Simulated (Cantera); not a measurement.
Gas mixture: 100 % O2, at 2.66 atm, frozen composition.

Cantera's kinetic-theory transport with the Lennard-Jones parameters of GRI-Mech 3.0, ideal gas; thermal conductivity in the mixture-averaged form.

One state of this run: ρ (kg/m³) = 1.73; cp (J/kg/K) = 1003; μ (µPa s) = 34.1; λ (mW/m/K) = 48.2; Pr = 0.709; D (cm²/s) OH = 0.399; D (cm²/s) CO2 = 0.203; D (cm²/s) O = 0.407. D: mixture-averaged diffusion coefficient of that species in the mixture.

Task: Which value of T (K) does it belong to?
A) 600
B) 400
C) 800
D) 700

Result: A, 600
